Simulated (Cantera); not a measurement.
An isothermal, constant-pressure homogeneous reactor starts with H₂ : O₂ : N₂ = 1.9 : 1 : 8 (molar parts), equivalence ratio 0.95, at 1373 K and 0.878 atm.

Model: the H2/O2 subset of GRI-Mech 3.0, which has no nitrogen chemistry, integrated in Cantera. The temperature is held fixed by assumption; the heat of reaction is taken as removed at once.

x: mole fraction; the columns are a selection and need not sum to one.

| t (s) | x H₂ | x O₂ | x H | x HO₂ | x H₂O₂ | x O |
|---|---|---|---|---|---|---|
| 0.000100 | 0.0192 | 0.0171 | 0.0221 | 1.27e-5 | 2.51e-6 | 0.00403 |
| 0.000214 | 0.0106 | 0.0108 | 0.00641 | 8.41e-6 | 1.98e-6 | 0.00124 |
| 0.000459 | 0.00521 | 0.00754 | 0.00172 | 5.73e-6 | 1.32e-6 | 0.000396 |
| 0.000983 | 0.00226 | 0.00602 | 0.000417 | 3.94e-6 | 7.63e-7 | 0.000129 |
| 0.00211 | 0.000842 | 0.00535 | 8.66e-5 | 2.41e-6 | 3.81e-7 | 4.03e-5 |
| 0.00451 | 0.000270 | 0.00510 | 1.52e-5 | 1.11e-6 | 1.63e-7 | 1.19e-5 |
| 0.00966 | ? | 0.00503 | ? | ? | ? | ? |
| 0.0207 | 2.22e-5 | 0.00502 | 3.86e-7 | 1.13e-7 | 2.22e-8 | 1.05e-6 |
| 0.0443 | ? | 0.00502 | ? | ? | ? | ? |
| 0.0950 | 2.68e-6 | 0.00502 | 1.79e-8 | 1.37e-8 | 3.54e-9 | 1.46e-7 |
| 0.203 | 1.31e-6 | 0.00502 | 6.22e-9 | 7.63e-9 | 1.81e-9 | 7.25e-8 |
| 0.436 | 9.13e-7 | 0.00502 | 3.64e-9 | 6.11e-9 | 1.28e-9 | 5.02e-8 |
| 0.934 | 8.53e-7 | 0.00502 | 3.29e-9 | 5.89e-9 | 1.19e-9 | 4.67e-8 |
| 2.00 | 8.52e-7 | 0.00502 | 3.28e-9 | 5.89e-9 | 1.19e-9 | 4.66e-8 |

Some entries are withheld; supply them.


- 0.00966, x H₂: 7.77e-5
- 0.00966, x H: 2.39e-6
- 0.00966, x HO₂: 3.78e-7
- 0.00966, x H₂O₂: 6.15e-8
- 0.00966, x O: 3.43e-6
- 0.0443, x H₂: 7.05e-6
- 0.0443, x H: 7.32e-8
- 0.0443, x HO₂: 3.53e-8
- 0.0443, x H₂O₂: 8.36e-9
- 0.0443, x O: 3.62e-7
